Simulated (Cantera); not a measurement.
A closed system holds: 1 mol B2H6, 1.1 mol O2, at 2373 K and 50.0 Pa.

Method: chemical equilibrium by Gibbs-energy minimisation in Cantera with the NASA 1993 tables (ideal gas, pure condensed phases). Candidate condensed phases: B, B2O3, B3O3H3, H2O; 23 gas species. The feed counts by its element totals alone. The numbers say what is thermodynamically allowed, not how fast it happens.

Base state: H 0.351, H2 0.316, BO 0.273, HBO 0.0231, HBO2 0.0149, B2O3 0.0114, BO2 0.00353, H2O 0.00336 (mole fractions); condensed: gas only.

**Question.** What changes in the equilibrium state with this change: pressure from 50.0 Pa to 133 Pa?

**Answer.** 
| species | before | after |
|---|---|---|
| H2 | 0.316 | 0.405 |
| BO | 0.273 | 0.265 |
| H | 0.351 | 0.244 |
| HBO | 0.0231 | 0.0416 |
| B2O3 | 0.0114 | 0.0167 |
| HBO2 | 0.0149 | 0.0156 |
| O | 0.000495 | 0.000109 |
| B2O2 | 0.00289 | 0.00727 |
| OH | 0.000663 | 0.000269 |
| BO2 | 0.00353 | 0.00200 |
| H2O | 0.00336 | 0.00252 |
